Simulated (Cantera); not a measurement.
Input: 1 mol SiH2Cl2, 19 mol NH3, 1.3 mol N2, held at 38.0 Pa.

Method: chemical equilibrium by Gibbs-energy minimisation in Cantera with the NASA 1993 tables (ideal gas, pure condensed phases). Candidate condensed phases: NH4Cl, Si, Si3N4; 28 gas species. The tables' values for SiCl, SiN are old estimates; treat these amounts as uncertain. Gases not in the tables: Si2H6 and higher silanes. Kinetics and transport are ignored.

x: gas mole fraction; n: condensed amount in mol.

```
T (K)   x H2   x N2   x HCl       x H      x Si  n Si3N4(s)  n Si(s)  n Si(l)
-----  -----  -----  ------  --------  --------  ----------  -------  -------
950    0.701  0.249  0.0492   2.39e-8    <1e-12       0.333        0        0
1050   0.701  0.249  0.0492   3.48e-7    <1e-12       0.333        0        0
1150   0.701  0.249  0.0492       ___    <1e-12       0.333        0        0
1250   0.701  0.249  0.0490       ___       ___       0.332        0        0
1350   0.702  0.250  0.0479  0.000102   3.69e-8       0.325        0        0
1450   0.702  0.251  0.0437  0.000407   2.58e-6       0.297        0        0
1550   0.695  0.261  0.0359   0.00135   8.74e-5           0    0.739        0
1650   0.693  0.261  0.0352   0.00388  0.000705           0    0.699        0
1750   0.685  0.259  0.0352   0.00987   0.00395           0        0    0.559
1850   0.665  0.254  0.0349    0.0225    0.0166           0        0        0
1950   0.639  0.250  0.0394    0.0470    0.0199           0        0        0
```

**Question.** Fill in the missing entries.

**Answer.** 
- 1150, x H: 3.21e-6
- 1250, x H: 2.08e-5
- 1250, x Si: 2.65e-10
